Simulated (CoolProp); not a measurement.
Vapour-liquid equilibrium of dimethyl ether (1) + R236EA (2) at 350.9 K; x and y are mole fractions of (1).

Computed with CoolProp (multi-fluid Helmholtz-energy mixture model, Wu 2011 and Rui 2013; pair parameters Bell 2016).

### Question
Give the bubble pressure and the first vapour's composition at x = 0.275, 0.725, 0.8. Is there an azeotrope?

### Answer
x = 0.275: 1.004 MPa, y = 0.325; x = 0.725: 1.505 MPa, y = 0.861; x = 0.8: 1.660 MPa, y = 0.914. No azeotrope shows between x = 0.05 and 0.95.

The pair parameters rest on a limited set of measurements; away from them the model extrapolates.
